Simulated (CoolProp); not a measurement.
Aqueous potassium acetate as a coolant, at 21 °C, 1 atm.

Values from CoolProp's Melinder's fits for secondary coolants.

```csv
mass %,freezing point (°C),Prandtl number,viscosity (mPa s),density (kg/m³),conductivity (W/(m K))
3.8,-1.4,7.36,1.07,1020,0.587
6.9,-2.9,7.86,1.16,1036,0.577
10.1,-4.6,8.44,1.25,1051,0.566
13.2,-6.4,9.07,1.35,1066,0.555
16.3,-8.4,9.77,1.47,1081,0.545
19.5,-10.8,10.6,1.60,1098,0.535
22.6,-13.6,11.5,1.75,1115,0.525
25.7,-17.1,12.6,1.93,1133,0.515
28.9,-21.4,13.9,2.15,1151,0.505
32,-26.4,15.4,2.40,1169,0.495
```
